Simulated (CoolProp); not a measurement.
Aqueous ethanol as a coolant, at 34 °C, 1 atm.

Computed with CoolProp (Melinder's fits for secondary coolants).

| mass % | freezing point (°C) | Prandtl number | conductivity (W/(m K)) | viscosity (mPa s) | density (kg/m³) |
|---|---|---|---|---|---|
| 5.1 | -2.1 | 6.38 | 0.581 | 0.880 | 984.9 |
| 11.1 | -5.0 | 8.55 | 0.538 | 1.08 | 975.5 |
| 17 | -8.8 | 11.1 | 0.498 | 1.28 | 966.7 |
| 22.9 | -13.6 | 13.7 | 0.461 | 1.47 | 957.5 |
| 28.9 | -19.1 | 16.2 | 0.426 | 1.62 | 947.1 |
| 34.8 | -24.7 | 18.2 | 0.394 | 1.71 | 935.7 |
| 40.8 | -30.2 | 19.8 | 0.363 | 1.76 | 923.1 |
| 46.7 | -35.1 | 21.1 | 0.335 | 1.78 | 909.9 |
| 52.7 | -39.6 | 22.1 | 0.309 | 1.77 | 896.1 |
| 58.6 | -43.8 | 22.5 | 0.285 | 1.73 | 882.6 |
